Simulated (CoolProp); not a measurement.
Vapour-liquid equilibrium of methanol (1) + benzene (2) at 438.9 K; x and y are mole fractions of (1).

Computed with CoolProp (multi-fluid Helmholtz-energy mixture model, de Reuck 1993 and Thol 2012; pair parameters Bell 2016).

```
x      bubble pressure (MPa)  y at the bubble point  dew pressure at overall composition x (MPa)  liquid density (mol/L)
-----  ---------------------  ---------------------  -------------------------------------------  ----------------------
0.05                   1.019                  0.216                                       0.8364                   9.252
0.125                  1.267                  0.378                                       0.9119                   9.556
0.2                    1.443                  0.468                                       0.9989                   9.898
0.275                  1.573                  0.527                                        1.100                   10.29
0.35                   1.671                  0.572                                        1.217                   10.74
0.425                  1.749                  0.610                                        1.355                   11.25
0.5                    1.814                  0.646                                        1.513                   11.86
0.575                  1.869                  0.683                                        1.678                   12.56
0.65                   1.916                  0.723                                        1.820                   13.37
0.725                  1.955                  0.769                                        1.918                   14.33
0.8                    1.983                  0.821                                        1.974                   15.43
0.875                  2.000                  0.881                                        1.999                   16.72
0.95                   2.005                  0.950                                        2.005                   18.23
```

y crosses x between x = 0.875 and 0.95: the model has an azeotrope there.

Pair parameters are fitted to limited data, so mixtures are less certain than the pure fluids.
